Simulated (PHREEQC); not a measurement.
PHREEQC input (ion-association model, wateq4f.dat):

```
SOLUTION_SPECIES
  PO4-3 + 3H+ = H3PO4  # constants of phreeqc.dat
    -log_k 21.721
    -delta_h -10.1 kJ
SOLUTION 1
  temp 70
  units mmol/kgw
  pH 7 charge
  P 33
  Na 33
  F 1
  Si 0.0003
SOLUTION 2
  temp 70
  units mmol/kgw
  pH 7 charge
  Br 1.9
  Cs 1.9
END
SELECTED_OUTPUT 1
  -reset false
  -pH true
  -pe true
  -ionic_strength true
  -water true
  -totals Br Cs F Na P Si
  -molalities H+ Br- Cs+ F- Na+ PO4-3 H4SiO4 H3SiO4- H2SiO4-2 HPO4-2
    H2PO4- NaHPO4- O2 OH- SiF6-2 HF HF2- H2F2 NaF H3PO4
  -equilibrium_phases SiO2(a)
PRINT
  -reset false
MIX 1
  1 1
  2 0
EQUILIBRIUM_PHASES 1
  SiO2(a) 0 0
  O2(g) -0.68 10
END
# ... the last block is repeated for the other 10 points of share of solution B
```

Selected output (columns that matter, 11 of 11 rows; share of solution B added in front):

```
share of solution B	pH	mu	Br	Cs	F	Na	P	Si	m_H+	m_Br-	m_Cs+	m_F-	m_Na+	m_H4SiO4
0	3.9688	0.033154	0	0	0.001	0.033	0.033	3e-07	0.00012496	0	0	0.00075088	0.032989	3e-07
0.1	3.9775	0.030039	0.00019	0.00019	0.0009	0.0297	0.0297	2.7e-07	0.00012188	0.00019	0.00019	0.00067836	0.029691	2.7e-07
0.2	3.9877	0.026923	0.00038	0.00038	0.0008	0.0264	0.0264	2.4e-07	0.00011844	0.00038	0.00038	0.00060566	0.026393	2.4e-07
0.3	3.9997	0.023807	0.00057	0.00057	0.0007	0.0231	0.0231	2.1e-07	0.00011455	0.00057	0.00057	0.00053275	0.023094	2.1e-07
0.4	4.0144	0.02069	0.00076	0.00076	0.0006	0.0198	0.0198	1.8e-07	0.00011003	0.00076	0.00076	0.0004596	0.019796	1.8e-07
0.5	4.0331	0.017572	0.00095	0.00095	0.0005	0.0165	0.0165	1.5e-07	0.00010464	0.00095	0.00095	0.00038615	0.016497	1.5e-07
0.6	4.0581	0.014453	0.00114	0.00114	0.0004	0.0132	0.0132	1.2e-07	9.7971e-05	0.00114	0.00114	0.00031232	0.013198	1.2e-07
0.7	4.0945	0.011331	0.00133	0.00133	0.0003	0.0099	0.0099	9e-08	8.922e-05	0.00133	0.00133	0.00023794	0.0098988	8.9999e-08
0.8	4.1551	0.0082058	0.00152	0.00152	0.0002	0.0066	0.0066	6e-08	7.6667e-05	0.00152	0.00152	0.00016263	0.0065994	6e-08
0.9	4.2883	0.0050716	0.00171	0.00171	0.0001	0.0033	0.0033	3e-08	5.5511e-05	0.00171	0.00171	8.5332e-05	0.0032998	3e-08
1	6.4052	0.0019004	0.0019	0.0019	0	0	0	0	4.133e-07	0.0019	0.0019	0	0	0
```

Complexes and solids missing from the database can't appear. H3PO4, which wateq4f.dat lacks, is added to it with the constant of phreeqc.dat. At this temperature some constants are extrapolated from 25 °C, and those without enthalpy data are left unchanged. SiF6-2 is the database's only silicon fluoride.
